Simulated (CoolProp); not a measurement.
Vapour-liquid equilibrium of R143a (1) + R236FA (2) at 0.967 MPa; x and y are mole fractions of (1).

Values from CoolProp's multi-fluid Helmholtz-energy mixture model, Lemmon and Jacobsen 2000 and Pan 2012; pair parameters Bell 2016.

```
x     bubble temperature (K)  y at the bubble point  dew temperature at overall composition x (K)  liquid density (mol/L)
----  ----------------------  ---------------------  --------------------------------------------  ----------------------
0.05                       ?                  0.109                                         340.9                   7.987
0.2                    328.7                  0.389                                         335.9                   8.534
0.35                   319.2                  0.599                                         330.3                   9.092
0.5                    310.5                      ?                                         323.9                   9.658
0.65                   302.7                  0.858                                         316.5                   10.23
0.8                    296.0                  0.933                                         307.1                   10.79
0.95                   290.1                  0.986                                         294.2                       ?
```

### Question
Fill in the missing entries.

### Answer

- 0.05, bubble temperature (K): 339.0
- 0.5, y at the bubble point: 0.751
- 0.95, liquid density (mol/L): 11.36

No azeotrope shows between x = 0.05 and 0.95.

Pair parameters are fitted to limited data, so mixtures are less certain than the pure fluids.
